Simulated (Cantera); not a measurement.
Thermodynamics of carbothermic reduction, feed Fe2O3 + CO

Charge: 1 mol Fe2O3, 13 mol CO, at 14.0 Pa.

Method: chemical equilibrium by Gibbs-energy minimisation in Cantera with the NASA 1993 tables (ideal gas, pure condensed phases). Candidate condensed phases: C, Fe, Fe(CO)5, FeO, Fe2O3, Fe3O4; 15 gas species. Mutual solubility and eutectic melting of coexisting phases are not modelled. The tables' stoichiometric FeO is somewhat more stable than real wüstite, so its field is too wide. FeO: taken at fixed stoichiometry. Rates play no part.

```tsv
T (K)	log p CO	log p CO2	log p Fe	log p FeO	log p O	n Fe(γ)	n FeO(s)	n Fe(δ)	n FeO(l)
1548	-3.92	-4.72	-6.39	-9.07	-10.93	0.727	1.24	0	0
1573	-3.92	-4.73	-6.18	-8.80	-10.65	0.681	1.26	0	0
1598	-3.92	-4.74	-5.98	-8.54	-10.38	0.622	1.28	0	0
1623	-3.92	-4.74	-5.78	-8.30	-10.11	0.543	1.30	0	0
1648	-3.92	-4.75	-5.58	-8.05	-9.86	0.433	1.32	0	0
1673	-3.92	-4.77	-5.40	-7.83	-9.62	0	0	0.242	1.37
1698	-3.93	-4.79	-5.22	-7.62	-9.39	0	0	0	1.41
1723	-3.94	-4.75	-5.11	-7.41	-9.10	0	0	0	1.24
```
log p: log10 of the partial pressure in bar; n: condensed amount in mol.

From 1548 K to 1648 K the condensed part is Fe(γ) + FeO(s). At 1673 K the condensed part is Fe(δ) + FeO(l). From 1698 K to 1723 K the condensed part is FeO(l). The main Fe-bearing gas is Fe throughout. The share of Fe in condensed phases is highest at 1548 K (98.1 %) and lowest at 1723 K (61.8 %).
